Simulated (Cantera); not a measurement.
Charge: 1 mol B₂H₆, 4.9 mol O₂, at 1100 °C and 0.150 bar.

Cantera equilibrium calculation (NASA polynomials, part measured and part estimated; ideal gas, pure solids and liquids). Candidate condensed phases: B, B₂O₃, B₃O₃H₃, H₂O; 23 gas species. The feed counts by its element totals alone. Gases not in the tables: H₃BO₃. Kinetics and transport are ignored.

Base state: H₂O 0.599, O₂ 0.385, HBO₂ 0.0141, (HBO₂)₃ 0.00118, OH 0.000107 (mole fractions); condensed: B₂O₃(l).

### Question
What changes in the equilibrium state with this change: B₂H₆ replaced by BCl₃?

### Answer
```tsv
species	before	after
O₂	0.385	0.724
Cl₂	0	0.247
Cl	0	0.0295
H₂O	0.599	0
HBO₂	0.0141	0
BOCl	0	2.54e-5
(HBO₂)₃	0.00118	0
ClO	0	0.000285
OH	0.000107	0
B₂O₃(l), mol	0.956	0.500
```
The tables' values for BOCl are old estimates; treat these amounts as uncertain.
